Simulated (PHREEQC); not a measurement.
1 kg of water holding 0.15 mol NaCl and 0.025 mol Na2SO4 is evaporated at 75 °C; the solids stay in contact with the brine. No CO2 enters from the air. Only these solids could form: Halite, Mirabilite, Thenardite.

Computed with PHREEQC (Pitzer model, pitzer.dat).

| water left (kg) | ionic strength | water activity | Halite (mol) | Thenardite (mol) | Cl in solution (mol/kgw) |
|---|---|---|---|---|---|
| 1 | 0.225 | 0.994 | 0 | 0 | 0.150 |
| 0.6755 | 0.333 | 0.991 | 0 | 0 | 0.222 |
| 0.375 | 0.600 | ? | 0 | 0 | ? |
| 0.2533 | 0.888 | 0.977 | 0 | 0 | ? |
| 0.1407 | 1.60 | 0.958 | 0 | 0 | 1.07 |
| 0.09502 | ? | ? | 0 | 0 | 1.58 |
| 0.05275 | 4.27 | 0.878 | 0 | 0 | ? |
| 0.03564 | 6.31 | 0.811 | 0 | 0 | 4.21 |
| 0.01979 | 7.45 | 0.737 | 0.0277 | 0.0167 | 6.18 |
| 0.01337 | 7.45 | 0.737 | 0.0673 | 0.0194 | 6.18 |
| 0.007427 | 7.45 | 0.737 | 0.104 | 0.0219 | 6.18 |
| 0.005012 | 7.45 | 0.737 | 0.119 | 0.0229 | 6.18 |

What belongs in the gaps?


- 0.375, water activity: 0.984
- 0.375, Cl in solution (mol/kgw): 0.400
- 0.2533, Cl in solution (mol/kgw): 0.592
- 0.09502, ionic strength: 2.37
- 0.09502, water activity: 0.936
- 0.05275, Cl in solution (mol/kgw): 2.84

Complexes and solids missing from the database can't appear. At this temperature some constants are extrapolated from 25 °C, and those without enthalpy data are left unchanged.
